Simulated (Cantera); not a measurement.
What does this Cantera script print?

```python
import numpy as np
import cantera as ct

gas_names = """
    N NO NO2 NO3 N2 N2O O O2 O3 Si SiN SiO SiO2 Si2 Si2N Si3
""".split()
cond_names = """
    Si(cr) Si(L) SiO2(Lqz) SiO2(hqz) SiO2(L) Si2N2O(s) Si3N4(a)
""".split()


def load(file, names, dense=False):
    # The tables refer to 1 bar. Condensed volumes are neglected.
    table = {s.name: s for s in ct.Species.list_from_file(file)}
    out = []
    for n in names:
        d = dict(table[n].input_data)
        d["thermo"] = dict(d["thermo"], **{"reference-pressure": 1e5})
        if dense:
            d["equation-of-state"] = {"model": "constant-volume", "density": "1e6 g/cm^3"}
        out.append(ct.Species.from_dict(d))
    return out


gas = ct.Solution(thermo="ideal-gas", species=load("nasa_gas.yaml", gas_names))
cond = {s.name: ct.Solution(thermo="fixed-stoichiometry", species=[s], name=s.name)
        for s in load("nasa_condensed.yaml", cond_names, dense=True)}
atoms = {
    'Si3N4': {'Si': 3, 'N': 4},
    'N2O': {'N': 2, 'O': 1},
    'N2': {'N': 2},
}
top_T = {'Si2N2O(s)': 2100, 'Si3N4(a)': 2400}  # K; cautious upper limits of use, not melting points


def equilibrate(T, P, feed):
    n = {}
    for name, mol in feed.items():
        for a, k in atoms[name].items():
            n[a] = n.get(a, 0.0) + k * mol
    gas.TPX = T, P, n
    mass = sum(n.values()) * gas.mean_molecular_weight
    gas.equilibrate("TP")
    valid = [c for c in cond.values() if c.min_temp <= T <= top_T.get(c.name, c.max_temp)]
    mix = ct.Mixture([(gas, mass / gas.mean_molecular_weight)] + [(c, 0.0) for c in valid])
    mix.T, mix.P = T, P
    mix.equilibrate("TP", solver="vcs", rtol=1e-11, max_steps=5000)
    return mix


results = []
feed = {'Si3N4': 1, 'N2O': 0.96, 'N2': 270}  # mol
T = 1798.15  # K
P = 1333.22  # Pa
mix = equilibrate(T, P, feed)
results.append((T, P, feed, dict(zip(mix.species_names, mix.species_moles))))
x = sorted(zip(gas.X, gas.species_names), reverse=True)
print(f"T = {T:g} K  P = {P:g} Pa  gas = {mix.phase_moles(0):.4g} mol")
print("   x: " + "  ".join(f"{s} {v:.3e}" for v, s in x if v > 0.001))
print("   condensed (mol): " + ("  ".join(f"{mix.phase(i).name} {mix.phase_moles(i):.4g}"
      for i in range(1, mix.n_phases) if mix.phase_moles(i) > 1e-12) or "none"))
```

Output:

```
T = 1798.15 K  P = 1333.22 Pa  gas = 272.6 mol
   x: N2 9.963e-01  SiO 3.521e-03
   condensed (mol): Si3N4(a) 0.6614
```

These are equilibrium values from Cantera (NASA tables, ideal gas, pure condensed phases), not measurements of a reactor.
